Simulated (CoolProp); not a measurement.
Fluorine along the isotherm 104.7 K: fugacity coefficient from the reference equation and from simpler models built on Tc = 144.4 K, pc = 5.240 MPa, ω = 0.045; each cubic takes its own stable root.

Model: reference Helmholtz-energy equation of state, de Reuck 1990, in CoolProp.

```
p (MPa)   phase  reference  van der Waals  Peng-Robinson
-------  ------  ---------  -------------  -------------
0.00828     gas     0.9986         0.9990         0.9986
0.014       gas     0.9976         0.9983         0.9976
0.0236      gas     0.9959         0.9972         0.9960
0.0398      gas     0.9932         0.9952         0.9933
0.0672      gas     0.9885         0.9919         0.9887
0.113       gas     0.9806         0.9864         0.9811
0.191       gas     0.9673         0.9770         0.9680
0.323       gas     0.9449         0.9612         0.9461
0.545       gas     0.9074         0.9345         0.9094
0.92     liquid     0.6039         0.8893         0.6118
1.55     liquid     0.3658         0.6958         0.3698
2.62     liquid     0.2240         0.4328         0.2256
```

At some of these states van der Waals gives the other phase, because its saturation line lies elsewhere.
